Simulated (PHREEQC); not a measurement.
Solution (20 °C): 150 mmol/kgw Cd(NO3)2. Closed to the air; pH follows from the charge balance.

Equilibrium calculation in PHREEQC: ion-association model, wateq4f.dat.

Precipitation was switched off in this run.

### Question
What pH does the model give?

### Answer
pH 5.58.

### Question
In which forms is N present?

### Answer
NO3- 92 %, CdNO3+ 8.3 % of the N.
